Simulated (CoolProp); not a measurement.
200 sccm (0 °C, 1 atm) of nitrogen bubbles through liquid water at 298.1 K and leaves saturated at a total pressure of 0.0542 MPa (ideal gas phase). Each further row changes one setting.

Model: reference Helmholtz-energy equation of state, Wagner 2002, in CoolProp.

```
case                      vapour pressure (kPa)  mole fraction of vapour  delivery (mg/min)  delivery (sccm)  change of delivery for a bath 1 K warmer (%)
------------------------  ---------------------  -----------------------  -----------------  ---------------  --------------------------------------------
as stated                                  3.16                   0.0583                [?]             12.4                                           [?]
bath temperature 303.1 K                   4.23                      [?]               13.6              [?]                                           6.4
total pressure 0.108 MPa                   3.16                      [?]               4.85              [?]                                           6.3
```

### Question
Fill in the missing entries.

### Answer

- as stated, delivery (mg/min): 9.95
- as stated, change of delivery for a bath 1 K warmer (%): 6.5
- bath temperature 303.1 K, mole fraction of vapour: 0.0781
- bath temperature 303.1 K, delivery (sccm): 17.0
- total pressure 0.108 MPa, mole fraction of vapour: 0.0293
- total pressure 0.108 MPa, delivery (sccm): 6.03
